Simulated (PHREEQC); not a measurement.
Make-up at 25 °C: 5 mol/kgw HCl, 1.1 mol/kgw CaCl2 and 0.13 mol/kgw MgCl2. Closed to the air; pH follows from the charge balance.

All values are PHREEQC results (Pitzer model, pitzer.dat), not measurements.

```yaml
pH: -2.20
ionic_strength: 8.69 mol/kgw
activity_of_water: 0.598
density: 1.156 g/cm³
osmotic_coefficient: 2.083
total_alkalinity: -5000 meq/kg
```

```csv
species,molality,activity,log γ
Cl-,7.46,5.09,-0.166
H+,5.00,159,1.503
Ca+2,1.10,76.0,1.839
Mg+2,0.130,24.1,2.268
```

No solid was allowed to form. In brines, pH and single-ion activities rest on the MacInnes convention.
